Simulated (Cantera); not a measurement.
A Cantera script and what it prints.

```python
import numpy as np
import cantera as ct

gas_names = """
    H2S H2
""".split()
cond_names = """
    S(cr1) S(cr2) S(L)
""".split()


def load(file, names, dense=False):
    # The tables refer to 1 bar. Condensed volumes are neglected.
    table = {s.name: s for s in ct.Species.list_from_file(file)}
    out = []
    for n in names:
        d = dict(table[n].input_data)
        d["thermo"] = dict(d["thermo"], **{"reference-pressure": 1e5})
        if dense:
            d["equation-of-state"] = {"model": "constant-volume", "density": "1e6 g/cm^3"}
        out.append(ct.Species.from_dict(d))
    return out


species = {s.name: s for s in load("nasa_gas.yaml", gas_names) + load("nasa_condensed.yaml", cond_names)}
# Each term lists the table entries of one substance; the one whose range holds T is used.
reactions = {
    'H2S(g) = H2(g) + S':
        [(-1, ['H2S']), (1, ['H2']), (1, ['S(cr1)', 'S(cr2)', 'S(L)'])],
}


def pick(names, T):
    return next(species[n] for n in names if species[n].thermo.min_temp <= T <= species[n].thermo.max_temp)


results = []
for label, terms in reactions.items():
    print(label)
    print("     T/K   dH/kJ  dS/(J/K)   dG/kJ   log10 K")
    for T in [300, 373, 448, 523, 598, 673, 748, 823, 898, 973, 1048]:
        used = [(nu, pick(names, T)) for nu, names in terms]
        dH = sum(nu * s.thermo.h(T) for nu, s in used) / 1e6
        dS = sum(nu * s.thermo.s(T) for nu, s in used) / 1e3
        dG = dH - T * dS / 1e3
        logK = -dG * 1e6 / (ct.gas_constant * T * np.log(10))
        results.append((label, T, dH, dS, dG, logK, [s.name for _, s in used]))
        print(f"{T:8g} {dH:8.1f} {dS:8.1f} {dG:8.1f} {logK:8.2f}")
```

Result:

```
H2S(g) = H2(g) + S
     T/K   dH/kJ  dS/(J/K)   dG/kJ   log10 K
     300     20.5    -42.9     33.4    -5.82
     373     22.2    -37.9     36.4    -5.10
     448     26.1    -28.4     38.8    -4.52
     523     28.5    -23.3     40.7    -4.07
     598     30.7    -19.4     42.3    -3.70
     673     32.4    -16.7     43.7    -3.39
     748     33.9    -14.7     44.8    -3.13
     823     35.2    -12.9     45.9    -2.91
     898     36.7    -11.2     46.8    -2.72
     973     38.2     -9.7     47.6    -2.55
    1048     39.4     -8.5     48.2    -2.40
```

Cantera with NASA thermochemical tables; ideal gases at 1 bar, condensed phases pure. Condensed species are held in their standard states even where they would react or evaporate.
